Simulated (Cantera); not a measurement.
An adiabatic, constant-pressure homogeneous reactor starts with CO : H₂ : O₂ : N₂ = 1 : 0.56 : 1.56 : 7.8 (molar parts), at 1523 K and 500000 Pa. Integrator tolerance rtol = 1e-08.

Computed with Cantera and GRI-Mech 3.0 (53 species, 325 reactions). The hydrogen kinetics of GRI-Mech 3.0 are dated; newer H2 mechanisms differ, most at raised pressure.

**Question.** What does this change do: constant volume in place of constant pressure?

**Answer.** 
```tsv
quantity	before	after
time of steepest temperature rise	5.05 µs	5.03 µs
temperature at 2.00 s	2477 K	2635 K
equilibrium temperature	2477 K	2635 K
x(CO) at 2.00 s	0.00511 (gas-phase equilibrium 0.00511)	0.00866 (gas-phase equilibrium 0.00866)
x(H₂) at 2.00 s	0.000465 (gas-phase equilibrium 0.000465)	0.000746 (gas-phase equilibrium 0.000746)
x(O₂) at 2.00 s	0.0710 (gas-phase equilibrium 0.0710)	0.0699 (gas-phase equilibrium 0.0699)
x(NO) at 2.00 s	0.0126 (gas-phase equilibrium 0.0126)	0.0163 (gas-phase equilibrium 0.0163)
x(OH) at 2.00 s	0.00495 (gas-phase equilibrium 0.00495)	0.00691 (gas-phase equilibrium 0.00691)
```

**Question.** What does this change do: H2 0.56 to 0.29 parts?

**Answer.** 
| quantity | before | after |
|---|---|---|
| time of steepest temperature rise | 5.05 µs | 6.79 µs |
| temperature at 2.00 s | 2477 K | 2367 K |
| equilibrium temperature | 2477 K | 2367 K |
| x(CO) at 2.00 s | 0.00511 (gas-phase equilibrium 0.00511) | 0.00260 (gas-phase equilibrium 0.00260) |
| x(H₂) at 2.00 s | 0.000465 (gas-phase equilibrium 0.000465) | 0.000127 (gas-phase equilibrium 0.000127) |
| x(O₂) at 2.00 s | 0.0710 (gas-phase equilibrium 0.0710) | 0.0858 (gas-phase equilibrium 0.0858) |
| x(NO) at 2.00 s | 0.0126 (gas-phase equilibrium 0.0126) | 0.0114 (gas-phase equilibrium 0.0114) |
| x(OH) at 2.00 s | 0.00495 (gas-phase equilibrium 0.00495) | 0.00261 (gas-phase equilibrium 0.00261) |
